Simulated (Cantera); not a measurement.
An isothermal, constant-pressure homogeneous reactor starts with 36.0 % H2, 37.5 % O2, 26.6 % N2, equivalence ratio 0.48, at 1000 K and 90.0 Torr.

Cantera simulation using the H2/O2 subset of GRI-Mech 3.0, which has no nitrogen chemistry; the numbers are that mechanism's predictions, not measurements. Radical loss at walls, strong at low pressure, is not modelled. The temperature is held fixed by assumption; the heat of reaction is taken as removed at once.

x: mole fraction; the columns are a selection and need not sum to one.

| t (s) | x H2 | x O2 | x H2O2 | x OH | x HO2 |
|---|---|---|---|---|---|
| 3.00e-6 | 0.360 | 0.375 | <1e-12 | <1e-12 | 3.55e-11 |
| 1.96e-5 | 0.360 | 0.375 | <1e-12 | 1.41e-11 | 2.41e-10 |
| 0.000128 | 0.360 | 0.375 | 5.17e-12 | 1.26e-9 | 3.81e-9 |
| 0.000838 | 0.0327 | 0.247 | 9.56e-6 | 0.00411 | 9.10e-5 |
| 0.00548 | … | 0.238 | … | … | … |
| 0.0358 | 0.000170 | 0.237 | 9.62e-7 | 2.50e-5 | 5.05e-6 |
| 0.234 | 2.09e-6 | 0.237 | 5.14e-8 | 8.00e-6 | 9.28e-8 |
| 1.53 | 5.99e-9 | 0.237 | 6.95e-9 | 2.64e-6 | 3.49e-9 |
| 10.0 | 7.57e-10 | 0.237 | 1.08e-9 | 9.94e-7 | 9.85e-10 |

**Question.** What belongs in the gaps?

**Answer.** 
- 0.00548, x H2: 0.00171
- 0.00548, x H2O2: 4.83e-6
- 0.00548, x OH: 0.000103
- 0.00548, x HO2: 2.98e-5
